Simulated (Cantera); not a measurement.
Mixture: CH₄ : H₂ : O₂ : N₂ = 1 : 1.3 : 4.08 : 20 (molar parts), equivalence ratio 0.65, at 17.0 bar, adiabatic and at constant volume. Ignition delay is the time to a rise of 400 K.

Computed with Cantera and GRI-Mech 3.0 (53 species, 325 reactions). The pressure lies above the range GRI-Mech 3.0 was tuned for (to about 10 atm).

Task: What does this change do: pressure from 17.0 bar to 1.01 bar?

Result: 
| quantity | before | after |
|---|---|---|
| delay at 1100 K | 1.49 ms | 1.41 ms |
| delay at 1200 K | 0.231 ms | 0.555 ms |
| delay at 1300 K | 54.8 µs | 0.262 ms |
| delay at 1400 K | 21.2 µs | 0.143 ms |
| delay at 1500 K | 10.5 µs | 86.6 µs |
| delay at 1600 K | 5.96 µs | 56.7 µs |
| apparent activation energy between 1400 and 1600 K | 120 kJ/mol | 86 kJ/mol |

Task: What does this change do: 0.68 parts H2O added?

Result: 
```json
[
 {"quantity": "delay at 1100 K", "before": "1.49 ms", "after": "1.68 ms"},
 {"quantity": "delay at 1200 K", "before": "0.231 ms", "after": "0.285 ms"},
 {"quantity": "delay at 1300 K", "before": "54.8 µs", "after": "67.7 µs"},
 {"quantity": "delay at 1400 K", "before": "21.2 µs", "after": "24.5 µs"},
 {"quantity": "delay at 1500 K", "before": "10.5 µs", "after": "11.7 µs"},
 {"quantity": "delay at 1600 K", "before": "5.96 µs", "after": "6.45 µs"},
 {"quantity": "apparent activation energy between 1400 and 1600 K", "before": "120 kJ/mol", "after": "120 kJ/mol"}
]
```

Task: What does this change do: constant pressure in place of constant volume?

Result: 
```csv
quantity,before,after
delay at 1100 K,1.49 ms,1.60 ms
delay at 1200 K,0.231 ms,0.251 ms
delay at 1300 K,54.8 µs,61.5 µs
delay at 1400 K,21.2 µs,24.0 µs
delay at 1500 K,10.5 µs,11.9 µs
delay at 1600 K,5.96 µs,6.70 µs
apparent activation energy between 1400 and 1600 K,120 kJ/mol,120 kJ/mol
```
